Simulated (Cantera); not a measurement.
Input: 1 mol N2O, 3.6 mol H2O, 8.1 mol O2, held at 100000 Pa.

Cantera equilibrium calculation (NASA polynomials, part measured and part estimated; ideal gas, pure solids and liquids). Candidate condensed phases: H2O; 24 gas species. Rates play no part.

x: gas mole fraction; nothing condenses.

```csv
T (°C),x O2,x H2O,x N2,x OH,x O,x NO,x H2
1502,0.650,0.272,0.0747,0.00129,7.72e-5,0.00207,1.43e-5
1602,0.649,0.271,0.0743,…,…,…,…
1702,0.648,0.270,0.0737,0.00394,0.000443,0.00384,8.00e-5
1802,0.646,0.269,0.0731,0.00633,0.000937,0.00499,0.000167
1902,0.643,0.267,0.0723,0.00971,0.00185,0.00632,0.000324
2002,0.639,0.263,0.0714,0.0143,0.00343,0.00782,0.000591
2102,0.633,0.259,0.0703,…,…,…,…
2202,0.626,0.253,0.0691,0.0279,0.0101,0.0112,0.00168
2302,0.616,0.245,0.0677,0.0372,0.0163,0.0131,0.00264
2402,0.603,0.235,0.0660,0.0481,0.0252,0.0150,0.00398
2502,0.587,0.223,0.0642,0.0605,0.0377,0.0169,0.00575
```

**Question.** Complete the blanks.

**Answer.** 
- 1602, x OH: 0.00233
- 1602, x O: 0.000194
- 1602, x NO: 0.00286
- 1602, x H2: 3.55e-5
- 2102, x OH: 0.0203
- 2102, x O: 0.00603
- 2102, x NO: 0.00947
- 2102, x H2: 0.00102
